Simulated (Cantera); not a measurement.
# Thermodynamics of aluminium nitride and oxide growth, feed Al(CH3)3 + NH3 + H2

Charge: 1 mol Al(CH3)3, 320 mol NH3, 6.2 mol H2, equilibrated at 10.0 Pa.

Method: chemical equilibrium by Gibbs-energy minimisation in Cantera with the NASA 1993 tables (ideal gas, pure condensed phases). Candidate condensed phases: Al, AlN, C, C6H6, C7H8, C8H18; 97 gas species. The feed counts by its element totals alone. Equilibrium is a limit: real reactors are often held back by kinetics, nucleation or transport.

From 1650 K to 1850 K the condensed part is C(graphite). From 1900 K to 2200 K nothing is condensed. The main Al-bearing gas is Al throughout.

```csv
T (K),x H2,x H,x N2,x HCN,x Al,x HNC,x C2H2 (acetylene),x CN,n C(graphite)
1650,0.745,0.00784,0.244,0.00118,0.00152,3.09e-5,3.40e-5,1.08e-7,2.16
1700,0.741,0.0127,0.243,0.00155,0.00152,4.65e-5,5.44e-5,2.75e-7,1.88
1750,0.734,0.0199,0.242,0.00201,0.00151,6.81e-5,8.44e-5,6.63e-7,1.52
1800,0.725,0.0305,0.240,0.00256,0.00151,9.73e-5,0.000127,1.52e-6,1.07
1850,0.711,0.0454,0.238,0.00320,0.00149,0.000136,0.000186,3.31e-6,0.522
1900,0.693,0.0661,0.235,0.00378,0.00148,0.000177,0.000244,6.65e-6,0
1950,0.669,0.0937,0.232,0.00373,0.00146,0.000193,0.000226,1.09e-5,0
2000,0.637,0.130,0.228,0.00366,0.00143,0.000208,0.000208,1.76e-5,0
2050,0.597,0.175,0.222,0.00357,0.00140,0.000221,0.000190,2.76e-5,0
2100,0.549,0.231,0.215,0.00344,0.00136,0.000233,0.000173,4.24e-5,0
2150,0.492,0.296,0.207,0.00330,0.00131,0.000241,0.000156,6.41e-5,0
2200,0.428,0.369,0.199,0.00312,0.00125,0.000246,0.000138,9.56e-5,0
```
x: gas mole fraction; n: condensed amount in mol.
